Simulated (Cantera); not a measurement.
## Equilibrium for iron carbonyl, mercury and lead vapours: Fe(CO)5 + H2 + CO

Charge: 1 mol Fe(CO)5, 0.27 mol H2, 1.6 mol CO, equilibrated at 775 °C.

Equilibrium computed with Cantera from the NASA thermochemical tables; the gas is ideal and each condensed phase is pure. Candidate condensed phases: C, C6H6, C7H8, C8H18, Fe, Fe(CO)5, FeO, Fe(OH)2, Fe(OH)3, Fe2O3, Fe3O4, H2O; 114 gas species. The tables' stoichiometric FeO is somewhat more stable than real wüstite, so its field is too wide. FeO: taken at fixed stoichiometry. Condensed phases not in the tables: cementite and carbon dissolved in iron. Equilibrium is a limit: real reactors are often held back by kinetics, nucleation or transport.

At 10.0 Pa the condensed part is Fe(α). From 52.0 Pa to 37000 Pa the condensed part is C(graphite) + Fe(α). From 190000 Pa to 1000000 Pa the condensed part is C(graphite) + FeO(s).

```
P (Pa)    x CO     x CO2    x H2     x H2O  n Fe(α)  n C(graphite)  n FeO(s)
-------  -----  --------  ------  --------  -------  -------------  --------
10       0.961   2.04e-5  0.0393   7.04e-7     1.00              0         0
52       0.961  0.000106  0.0393   3.66e-6     1.00       0.000754         0
270      0.960  0.000551  0.0393   1.90e-5     1.00        0.00391         0
1400     0.958   0.00284  0.0393   9.83e-5     1.00         0.0201         0
7200     0.946    0.0143  0.0394  0.000500     1.00         0.0998         0
37000    0.893    0.0653  0.0395   0.00243     1.00          0.435         0
190000   0.724     0.220  0.0447    0.0115        0           2.10      1.00
1000000  0.461     0.471  0.0363    0.0312        0           2.96      1.00
```
x: gas mole fraction; n: condensed amount in mol.
